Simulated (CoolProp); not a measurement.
The numbers come from the reference Helmholtz-energy equation of state, Thol 2018 in CoolProp.

Give the vapour pressure (kPa), liquid density (kg/m³), vapour density (kg/m³), liquid cp (kJ/(kg K)) of saturated hydrogen chloride at -81.75 °C.


| T (°C) | p (kPa) | liquid density (kg/m³) | vapour density (kg/m³) | liquid cp (kJ/(kg K)) |
|---|---|---|---|---|
| -81.75 | 121 | 1180 | 2.87 | 1.66 |
